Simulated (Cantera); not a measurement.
An isothermal, constant-pressure homogeneous reactor starts with 0.342 % CO, 4.37 % O2, 0.380 % H2O, 94.9 % N2, equivalence ratio 0.039, at 1225 K and 0.434 atm.

Model: GRI-Mech 3.0 (53 species, 325 reactions), integrated in Cantera.

Question: Predict: x(CO) at 1.00 s; x(O2) at 1.00 s; x(H2O) at 1.00 s; x(NO) at 1.00 s; x(CO2) at 1.00 s.

Answer: 
```
Quantity                                             Value
----------------  ----------------------------------------
x(CO) at 1.00 s   2.98e-7 (gas-phase equilibrium 7.87e-10)
x(O2) at 1.00 s      0.0420 (gas-phase equilibrium 0.0420)
x(H2O) at 1.00 s   0.00380 (gas-phase equilibrium 0.00380)
x(NO) at 1.00 s   6.09e-8 (gas-phase equilibrium 0.000116)
x(CO2) at 1.00 s   0.00342 (gas-phase equilibrium 0.00342)
```
